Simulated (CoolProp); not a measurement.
Vapour-liquid equilibrium of isobutene (1) + n-octane (2) at 0.0665 MPa; x and y are mole fractions of (1).

Computed with CoolProp (multi-fluid Helmholtz-energy mixture model, Lemmon 2005 and Beckmüller 2019; pair parameters Bell 2016).

```
x     bubble temperature, mixture model (K)  bubble temperature, Raoult's law (K)  y, mixture model  y, Raoult's law
----  -------------------------------------  ------------------------------------  ----------------  ---------------
0.05                                  348.1                                 344.4             0.716            0.761
0.15                                  311.2                                 309.5             0.949            0.956
0.25                                  294.3                                 293.2             0.982            0.984
0.35                                  284.0                                 283.2             0.991            0.993
0.45                                  276.7                                 276.1             0.995            0.996
0.55                                  271.2                                 270.7             0.997            0.998
0.65                                  266.7                                 266.4             0.999            0.999
0.75                                  263.0                                 262.8             0.999            0.999
0.85                                  259.8                                 259.7             1.000            1.000
0.95                                  257.1                                 257.1             1.000            1.000
```

The largest gap from Raoult's law is +3.7 K in bubble temperature, at x = 0.05. No azeotrope shows between x = 0.05 and 0.95.

Pair parameters are fitted to limited data, so mixtures are less certain than the pure fluids.
